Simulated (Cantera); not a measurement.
An isothermal, constant-pressure homogeneous reactor starts with CH4 : H2 : N2 = 1 : 43 : 0.1 (molar parts), at 1975 K and 1.00 atm.

Computed with Cantera and GRI-Mech 3.0 (53 species, 325 reactions). GRI-Mech 3.0 stops at C3 and has no aromatics, soot or wall deposition, so with more carbon than oxygen in the feed, carbon stays in small species such as C2H2 where larger ones or solid carbon would form.

x: mole fraction; the columns are a selection and need not sum to one.

```tsv
t (s)	x CH4	x H2	x CH2	x C2H6	x C2H2	x C2H	x H
0.000500	0.0205	0.975	8.70e-7	3.77e-6	0.000742	[?]	0.00132
0.00135	0.0179	0.976	7.73e-7	2.91e-6	0.00202	[?]	0.00132
0.00364	0.0134	0.978	5.93e-7	1.64e-6	0.00428	[?]	0.00133
0.00981	0.00803	0.981	3.67e-7	6.00e-7	0.00699	[?]	0.00134
0.0265	0.00400	0.983	1.88e-7	1.61e-7	0.00900	[?]	0.00135
0.0714	0.00215	0.984	1.03e-7	5.73e-8	0.00992	2.35e-7	0.00136
0.193	0.00177	0.984	8.50e-8	4.39e-8	0.0101	2.39e-7	0.00136
0.519	0.00176	0.984	8.46e-8	4.37e-8	0.0101	2.39e-7	0.00136
1.40	0.00176	0.984	8.46e-8	4.37e-8	0.0101	2.39e-7	0.00136
3.78	0.00176	0.984	8.46e-8	4.37e-8	0.0101	2.39e-7	0.00136
10.2	0.00176	0.984	8.46e-8	4.36e-8	0.0101	2.39e-7	0.00136
27.5	0.00176	0.984	8.46e-8	4.36e-8	0.0101	2.39e-7	0.00136
74.1	0.00176	0.984	8.46e-8	4.36e-8	0.0101	2.39e-7	0.00136
200	0.00176	0.984	8.46e-8	4.36e-8	0.0101	2.39e-7	0.00136
```

### Question
Complete the blanks.

### Answer

- 0.000500, x C2H: 1.72e-8
- 0.00135, x C2H: 4.70e-8
- 0.00364, x C2H: 1.00e-7
- 0.00981, x C2H: 1.64e-7
- 0.0265, x C2H: 2.12e-7
